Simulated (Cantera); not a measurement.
Cantera run:

```python
import numpy as np
import cantera as ct

gas_names = """
    H HNO HNO2 HNO3 HO2 H2 H2O H2O2 N NH NH2 NH3 NH2OH NO NO2 NO3 N2 N2H2 N2H4 N2O O OH O2 O3 Si SiH
    SiH2 SiH3 SiH4 SiN SiO SiO2 Si2 Si2N Si3
""".split()
cond_names = """
    H2O(s) H2O(L) Si(cr) Si(L) SiO2(Lqz) SiO2(hqz) SiO2(L) Si2N2O(s) Si3N4(a)
""".split()


# ... load() reads the species with a 1 bar reference pressure and builds the phases ...
atoms = {
    'Si3N4': {'Si': 3, 'N': 4},
    'H2O': {'H': 2, 'O': 1},
    'H2': {'H': 2},
}
top_T = {'Si2N2O(s)': 2100, 'Si3N4(a)': 2400}  # K; cautious upper limits of use, not melting points


# ... equilibrate(T, P, feed) seeds the gas with the atoms and calls Mixture.equilibrate('TP', solver="vcs", rtol=1e-11, max_steps=5000) ...
results = []
feed = {'Si3N4': 1, 'H2O': 0.42, 'H2': 7.1}  # mol
P = 5.5  # Pa
for T in [1548, 1623, 1698, 1773, 1848, 1923, 1998, 2073]:
    mix = equilibrate(T, P, feed)
    results.append((T, P, feed, dict(zip(mix.species_names, mix.species_moles))))

top = {s: max(r[3][s] / sum(r[3][g] for g in gas_names) for r in results) for s in gas_names}
cols = sorted((s for s in top if top[s] > 0.0001), key=lambda s: -top[s])[:7]
seen = [c for c in cond_names if any(r[3].get(c, 0) > 1e-12 for r in results)]
print("log10 of partial pressures in bar; condensed amounts in mol")
print(f"{'T/K':>10s}" + "".join(f"{s[:9]:>10s}" for s in cols + seen))
for T, P, feed, n in results:
    ng = sum(n[g] for g in gas_names)
    print(f"{T:10.4g}" + "".join(f"{np.log10(max(n[s] / ng * P / 1e5, 1e-99)):10.3f}" for s in cols)
          + "".join(f"{n.get(c, 0):10.4g}" for c in seen))
```

Result:

```
log10 of partial pressures in bar; condensed amounts in mol
       T/K        H2         H        N2        Si       SiO       Si2       SiH    Si(cr)     Si(L)
      1548    -4.383    -6.703    -4.957    -7.498    -5.635   -10.247    -9.266     2.574         0
      1623    -4.386    -6.353    -4.959    -6.806    -5.637    -9.348    -8.696     2.551         0
      1698    -4.395    -6.037    -4.965    -6.183    -5.643    -8.544    -8.188         0     2.455
      1773    -4.415    -5.754    -4.981    -5.672    -5.658    -7.926    -7.788         0      2.16
      1848    -4.468    -5.509    -5.024    -5.203    -5.701    -7.360    -7.438         0     1.217
      1923    -4.537    -5.295    -5.076    -4.974    -5.754    -7.246    -7.330         0         0
      1998    -4.578    -5.084    -5.090    -4.983    -5.767    -7.582    -7.439         0         0
      2073    -4.639    -4.900    -5.109    -5.001    -5.787    -7.911    -7.561         0         0
```

Method: chemical equilibrium by Gibbs-energy minimisation in Cantera with the NASA 1993 tables (ideal gas, pure condensed phases). The tables' values for SiN are old estimates; treat these amounts as uncertain. Gases not in the tables: Si2H6 and higher silanes.
